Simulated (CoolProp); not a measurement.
A single-stage vapour-compression cycle with R365MFC: evaporating at 273.15 K (dew point), condensing at 321.15 K (bubble point), superheat 8 K, subcooling 5 K, compressor efficiency 0.9, no pressure losses. Each further row changes one setting.

Values from CoolProp's reference Helmholtz-energy equation of state, Lemmon 2016.

```
case                              cooling COP  pressure ratio  discharge temperature (K)  refrigerating effect (kJ/kg)  volumetric capacity (kJ/m³)
--------------------------------  -----------  --------------  -------------------------  ----------------------------  ---------------------------
as stated                                4.34            7.21                      321.1                           155                          183
evaporating temperature 278.15 K         5.06            5.65                      321.1                           [?]                          237
condensing temperature 316.15 K          4.98            6.07                        [?]                           162                          192
subcooling 10 K                           [?]            7.21                      321.1                           162                          192
superheat 18 K                           4.44            7.21                      330.7                           165                          188
compressor efficiency 0.8                 [?]            7.21                      324.5                           155                          183
```

Question: Fill in the missing entries.

Answer: 
- evaporating temperature 278.15 K, refrigerating effect (kJ/kg): 160
- condensing temperature 316.15 K, discharge temperature (K): 316.7
- subcooling 10 K, cooling COP: 4.54
- compressor efficiency 0.8, cooling COP: 3.86

The compression ends wet for: as stated; evaporating temperature 278.15 K; subcooling 10 K.
